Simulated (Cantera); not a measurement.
Input: 1 mol Si, 5.6 mol HF, equilibrated at 748.15 K and 1.50 mbar.

Cantera equilibrium calculation (NASA polynomials, part measured and part estimated; ideal gas, pure solids and liquids). Candidate condensed phases: Si; 25 gas species. Rates play no part.

Base state: H2 0.435, HF 0.348, SiF4 0.217 (mole fractions); condensed: gas only.

Question: What changes in the equilibrium state with this change: HF from 5.6 to 3.6 mol?

Answer: 
```tsv
species	before	after
H2	0.435	0.665
SiF4	0.217	0.330
SiHF3	2.28e-9	0.00530
HF	0.348	3.48e-7
SiH2F2	<1e-9	5.27e-5
Si(s), mol	0	0.0964
```
